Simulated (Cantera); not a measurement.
An isothermal, constant-pressure homogeneous reactor starts with CH4 : H2 = 0.013 : 1 (molar parts), at 1700 K and 9200 Pa. Integrator tolerance rtol = 1e-08.

Detailed kinetics in Cantera: GRI-Mech 3.0 (53 species, 325 reactions). GRI-Mech 3.0 stops at C3 and has no aromatics, soot or wall deposition, so with more carbon than oxygen in the feed, carbon stays in small species such as C2H2 where larger ones or solid carbon would form.

Q: What does this change do: H2 1 to 0.63 parts?

A: 
```tsv
quantity	before	after
x(CH4) at 1.00 s	0.00635 (gas-phase equilibrium 0.000884)	0.00781 (gas-phase equilibrium 0.00111)
x(H2) at 1.00 s	0.990 (gas-phase equilibrium 0.993)	0.986 (gas-phase equilibrium 0.989)
x(H) at 1.00 s	0.000476 (gas-phase equilibrium 0.000487)	0.000473 (gas-phase equilibrium 0.000487)
x(C2H4) at 1.00 s	1.65e-5 (gas-phase equilibrium 2.59e-5)	3.02e-5 (gas-phase equilibrium 4.10e-5)
x(CH3) at 1.00 s	6.19e-5 (gas-phase equilibrium 8.80e-6)	7.59e-5 (gas-phase equilibrium 1.10e-5)
x(C2H2) at 1.00 s	0.00315 (gas-phase equilibrium 0.00587)	0.00601 (gas-phase equilibrium 0.00932)
x(C2H6) at 1.00 s	1.53e-7 (gas-phase equilibrium 5.34e-9)	2.32e-7 (gas-phase equilibrium 8.42e-9)
```

Q: What does this change do: pressure from 9200 Pa to 1300 Pa?

A: 
```
quantity                                              before                                     after
-----------------  -----------------------------------------  ----------------------------------------
x(CH4) at 1.00 s    0.00635 (gas-phase equilibrium 0.000884)  0.00839 (gas-phase equilibrium 0.000129)
x(H2) at 1.00 s          0.990 (gas-phase equilibrium 0.993)       0.988 (gas-phase equilibrium 0.992)
x(H) at 1.00 s     0.000476 (gas-phase equilibrium 0.000487)   0.00116 (gas-phase equilibrium 0.00130)
x(C2H4) at 1.00 s    1.65e-5 (gas-phase equilibrium 2.59e-5)   8.89e-6 (gas-phase equilibrium 3.90e-6)
x(CH3) at 1.00 s     6.19e-5 (gas-phase equilibrium 8.80e-6)  0.000199 (gas-phase equilibrium 3.42e-6)
x(C2H2) at 1.00 s    0.00315 (gas-phase equilibrium 0.00587)   0.00208 (gas-phase equilibrium 0.00626)
x(C2H6) at 1.00 s    1.53e-7 (gas-phase equilibrium 5.34e-9)  2.57e-7 (gas-phase equilibrium 1.14e-10)
```
Radical loss at walls, strong at low pressure, is not modelled.
